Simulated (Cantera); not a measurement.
Standard-state values (1 bar) from the NASA 1993 polynomials, evaluated with Cantera. Values are per mole of reaction as written; species without (g) are pure solids or liquids, kept so even where they would boil at 1 bar. TaC: taken at fixed stoichiometry.

### Question
Between 300 and 1725 K, where is each reaction favourable under standard conditions?
- CO(g) + TaO₂(g) = TaC + O₃(g)

### Answer
- CO(g) + TaO₂(g) = TaC + O₃(g): ΔG° is 368 kJ at 300 K and 628 kJ at 1725 K; it stays positive (K < 1). ΔH° is 333 kJ and ΔS° -171 J/K at 1725 K.
